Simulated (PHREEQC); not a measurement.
Nickel, zinc or cadmium bath: an equilibrium model

Solution (45 °C): 0.29 mol ZnSO4 per kg of water. Closed to the air; pH follows from the charge balance.

The numbers come from PHREEQC with the ion-association model, wateq4f.dat.

No solid was allowed to form.

### Question
Predict the pH, activity of water, ionic strength.

### Answer
pH 5.21; activity of water 0.994; ionic strength 0.514 mol/kgw.

### Question
In which forms is S present?

### Answer
ZnSO4 39 %, Zn(SO4)2-2 34 %, SO4-2 27 % of the S.

Constants without temperature data keep their 25 °C values here.
